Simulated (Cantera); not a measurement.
Input (Python, Cantera) and output of one run.

```python
import numpy as np
import cantera as ct

gas_names = [...]  # 95 gases of nasa_gas.yaml made of C, F, H
cond_names = """
    C(gr) C6H6(L) C7H8(L) C8H18(L),n-octa
""".split()


# ... load() reads the species with a 1 bar reference pressure and builds the phases ...
atoms = {
    'C2F6': {'C': 2, 'F': 6},
    'H2': {'H': 2},
}
top_T = {'C(gr)': 4500}  # K; cautious upper limits of use, not melting points


# ... equilibrate(T, P, feed) seeds the gas with the atoms and calls Mixture.equilibrate('TP', solver="vcs", rtol=1e-11, max_steps=5000) ...
results = []
feed = {'C2F6': 1, 'H2': 0.89}  # mol
P = 45  # Pa
for T in [1400, 1425, 1450, 1475, 1500, 1525, 1550, 1575, 1600, 1625, 1650, 1675, 1700]:
    mix = equilibrate(T, P, feed)
    results.append((T, P, feed, dict(zip(mix.species_names, mix.species_moles))))
    x = sorted(zip(gas.X, gas.species_names), reverse=True)
    print(f"T = {T:g} K  P = {P:g} Pa  gas = {mix.phase_moles(0):.4g} mol")
    print("   x: " + "  ".join(f"{s} {v:.3e}" for v, s in x if v > 0.001))
    print("   condensed (mol): " + ("  ".join(f"{mix.phase(i).name} {mix.phase_moles(i):.4g}"
          for i in range(1, mix.n_phases) if mix.phase_moles(i) > 1e-12) or "none"))
```

Output:

```
T = 1400 K  P = 45 Pa  gas = 2.836 mol
   x: HF 6.277e-01  CF4 3.719e-01
   condensed (mol): C(gr) 0.9447
T = 1425 K  P = 45 Pa  gas = 2.836 mol
   x: HF 6.277e-01  CF4 3.718e-01
   condensed (mol): C(gr) 0.9445
T = 1450 K  P = 45 Pa  gas = 2.836 mol
   x: HF 6.276e-01  CF4 3.716e-01
   condensed (mol): C(gr) 0.9443
T = 1475 K  P = 45 Pa  gas = 2.837 mol
   x: HF 6.274e-01  CF4 3.713e-01
   condensed (mol): C(gr) 0.944
T = 1500 K  P = 45 Pa  gas = 2.838 mol
   x: HF 6.272e-01  CF4 3.709e-01  CF2 1.227e-03
   condensed (mol): C(gr) 0.9435
T = 1525 K  P = 45 Pa  gas = 2.839 mol
   x: HF 6.269e-01  CF4 3.704e-01  CF2 1.770e-03
   condensed (mol): C(gr) 0.9429
T = 1550 K  P = 45 Pa  gas = 2.841 mol
   x: HF 6.265e-01  CF4 3.697e-01  CF2 2.521e-03  F 1.129e-03
   condensed (mol): C(gr) 0.9421
T = 1575 K  P = 45 Pa  gas = 2.844 mol
   x: HF 6.259e-01  CF4 3.686e-01  CF2 3.550e-03  F 1.666e-03
   condensed (mol): C(gr) 0.941
T = 1600 K  P = 45 Pa  gas = 2.847 mol
   x: HF 6.251e-01  CF4 3.672e-01  CF2 4.940e-03  F 2.429e-03
   condensed (mol): C(gr) 0.9395
T = 1625 K  P = 45 Pa  gas = 2.852 mol
   x: HF 6.240e-01  CF4 3.653e-01  CF2 6.799e-03  F 3.499e-03
   condensed (mol): C(gr) 0.9375
T = 1650 K  P = 45 Pa  gas = 2.859 mol
   x: HF 6.225e-01  CF4 3.627e-01  CF2 9.257e-03  F 4.982e-03
   condensed (mol): C(gr) 0.9349
T = 1675 K  P = 45 Pa  gas = 2.868 mol
   x: HF 6.205e-01  CF4 3.593e-01  CF2 1.247e-02  F 7.015e-03
   condensed (mol): C(gr) 0.9317
T = 1700 K  P = 45 Pa  gas = 2.881 mol
   x: HF 6.179e-01  CF4 3.549e-01  CF2 1.662e-02  F 9.772e-03
   condensed (mol): C(gr) 0.9275
```

Cantera equilibrium calculation (NASA polynomials, part measured and part estimated; ideal gas, pure solids and liquids). The feed counts by its element totals alone. Gases not in the tables: C2F6 and larger saturated fluorocarbons.
